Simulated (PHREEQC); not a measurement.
Dissolve 0.083 mol HNO3, 0.00039 mol Cu(NO3)2, 2.2e-05 mol Sr(OH)2 and 0.00014 mol Mn(NO3)2 per kg of water at 87 °C. Closed to the air; pH follows from the charge balance.

The numbers come from PHREEQC with the ion-association model, phreeqc.dat.

* **pH**: 1.17
* **ionic strength**: 0.0846 mol/kgw
* **specific conductance**: 79100 µS/cm
* **density**: 0.970 g/cm³
* **total alkalinity**: -83.0 meq/kg

| species | molality | activity | log γ |
|---|---|---|---|
| NO3- | 0.0841 | 0.0623 | -0.130 |
| H+ | 0.0830 | 0.0675 | -0.089 |
| Cu+2 | 0.000390 | 0.000147 | -0.424 |
| Mn+2 | 0.000139 | 5.24e-5 | -0.424 |
| Sr+2 | 2.20e-5 | 8.09e-6 | -0.435 |
| Mn(NO3)2 | 7.07e-7 | 7.21e-7 | 0.008 |

No solid was allowed to form. Complexes and solids missing from the database can't appear. Constants without temperature data keep their 25 °C values here.
